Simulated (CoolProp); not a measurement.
Properties of propylene glycol along the isobar 0.604 MPa (Tc = 674.0 K, pc = 7.292 MPa, ω = 0.327).

The numbers come from the reference Helmholtz-energy equation of state, Eisenbach 2021 in CoolProp.

```tsv
T (K)	phase	Z	cv (kJ/(kg K))	speed of sound (m/s)	fugacity coefficient
274.6	liquid	0.01916	2.048	1574	2.935e-6
291.1	liquid	0.01829	2.135	1530	1.560e-5
307.6	liquid	0.01752	2.217	1484	6.717e-5
324.1	liquid	0.01684	2.294	1437	0.0002426
340.6	liquid	0.01623	2.369	1390	0.0007554
357.1	liquid	0.01569	2.441	1341	0.002073
373.6	liquid	0.01521	2.511	1293	0.005107
390.1	liquid	0.01478	2.579	1244	0.01146
406.6	liquid	0.01439	2.645	1195	0.02371
423.1	liquid	0.01405	2.707	1145	0.04572
439.6	liquid	0.01376	2.768	1095	0.08284
456.1	liquid	0.01350	2.825	1044	0.1421
472.6	liquid	0.01328	2.881	993.2	0.2321
489.1	liquid	0.01309	2.933	941.3	0.3629
505.6	liquid	0.01295	2.984	888.5	0.5456
522.1	liquid	0.01284	3.033	834.6	0.7919
```
